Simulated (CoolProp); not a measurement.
Saturation properties of nitrous oxide (Tc = 309.5 K, pc = 72.45 bar, ω = 0.161).

Computed with CoolProp (reference Helmholtz-energy equation of state, Lemmon 2006). It is a short technical equation, of lower accuracy than the large ones.

```tsv
T (K)	p (bar)	liquid density (kg/m³)	enthalpy of vaporisation (kJ/kg)	liquid cp (kJ/(kg K))
197.9	2.102	1191	358.9	1.734
204.8	2.949	1169	350.5	1.746
211.6	4.017	1148	341.8	1.762
218.4	5.357	1126	332.6	1.783
225.3	7.035	1102	322.8	1.808
232.1	9.043	1079	312.7	1.839
238.9	11.45	1054	301.8	1.876
245.8	14.34	1028	290.1	1.923
252.6	17.68	1000	277.6	1.979
```

It boils at 184.7 K under 1 atm.
